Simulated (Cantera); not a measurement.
A Cantera script and its output.

```python
import numpy as np
import cantera as ct

gas = ct.Solution("gri30.yaml")
gas.TPX = 1375, 2666, {'N2O': 0.51}
reactor = ct.IdealGasConstPressureReactor(gas, energy="off", clone=False)
net = ct.ReactorNet([reactor])
net.rtol, net.atol = 1e-08, 1e-18
show = ['N2O', 'N2', 'NO2', 'O', 'NO', 'O2']
times = np.geomspace(1e-06, 20, 15)

steps = ct.SolutionArray(gas, extra=["t"])
rows = []
print(f"{'t/s':>10s}{'T/K':>9s}{'P/Pa':>11s}" + "".join(f"{s:>11s}" for s in show))
for t in times:
    while net.time < t:
        t_next = net.step()
        steps.append(gas.state, t=t_next)
    rows.append([np.interp(t, steps.t, y) for y in (steps.T, steps.P, *steps(*show).X.T)])
    print(f"{t:10.3e}{rows[-1][0]:9.1f}{rows[-1][1]:11.4g}" + "".join(f"{x:11.3e}" for x in rows[-1][2:]))
rate = np.gradient(steps.T, steps.t)
print("integrator steps:", len(steps.t))
if steps.T.max() > steps.T[0] + 200:
    print(f"time of steepest temperature rise: {steps.t[rate.argmax()]:.4e} s")
gas.TPX = 1375, 2666, {'N2O': 0.51}
gas.equilibrate("TP")
print(f"equilibrium (TP): T = {gas.T:.1f} K  " + "  ".join(f"{s} {gas[s].X[0]:.3e}" for s in show))
```

It prints:

```
       t/s      T/K       P/Pa        N2O         N2        NO2          O         NO         O2
 1.000e-06   1375.0       2666  1.000e+00  1.479e-07  1.851e-21  1.469e-07  2.113e-10  4.665e-10
 3.323e-06   1375.0       2666  1.000e+00  4.951e-07  2.054e-19  4.838e-07  2.293e-09  5.064e-09
 1.104e-05   1375.0       2666  1.000e+00  1.683e-06  2.427e-17  1.561e-06  2.487e-08  5.492e-08
 3.669e-05   1375.0       2666  1.000e+00  5.976e-06  2.514e-15  4.717e-06  2.562e-07  5.658e-07
 1.219e-04   1375.0       2666  1.000e+00  2.311e-05  2.074e-13  1.168e-05  2.325e-06  5.134e-06
 4.051e-04   1375.0       2666  9.998e-01  9.344e-05  8.913e-12  1.838e-05  1.527e-05  3.371e-05
 1.346e-03   1375.0       2666  9.994e-01  3.445e-04  1.664e-10  1.925e-05  6.616e-05  1.461e-04
 4.472e-03   1375.0       2666  9.980e-01  1.180e-03  2.082e-09  1.925e-05  2.361e-04  5.214e-04
 1.486e-02   1375.0       2666  9.935e-01  3.945e-03  2.244e-08  1.925e-05  7.985e-04  1.763e-03
 4.938e-02   1375.0       2666  9.785e-01  1.301e-02  2.049e-07  1.925e-05  2.643e-03  5.836e-03
 1.641e-01   1375.0       2666  9.308e-01  4.187e-02  1.336e-06  1.924e-05  8.510e-03  1.880e-02
 5.452e-01   1375.0       2666  7.927e-01  1.255e-01  5.695e-06  1.922e-05  2.550e-02  5.634e-02
 1.811e+00   1375.0       2666  4.861e-01  3.110e-01  1.821e-05  1.911e-05  6.314e-02  1.397e-01
 6.019e+00   1375.0       2666  1.217e-01  5.318e-01  3.848e-05  1.836e-05  1.075e-01  2.390e-01
 2.000e+01   1375.0       2666  3.447e-03  6.042e-01  7.449e-05  7.114e-06  1.203e-01  2.720e-01
integrator steps: 959
equilibrium (TP): T = 1375.0 K  N2O 7.037e-09  N2 6.663e-01  NO2 1.217e-06  O 2.264e-06  NO 7.310e-04  O2 3.330e-01
```

Detailed kinetics in Cantera: GRI-Mech 3.0 (53 species, 325 reactions). GRI-Mech 3.0 was tuned for natural gas; its chemistry of N2O as a main component is partial and can be far from experiment. Radical loss at walls, strong at low pressure, is not modelled. The mechanism lacks the step 2 NO + O2 → 2 NO2, which can matter for NO2 below about 1400 K. The temperature is held fixed by assumption; the heat of reaction is taken as removed at once.
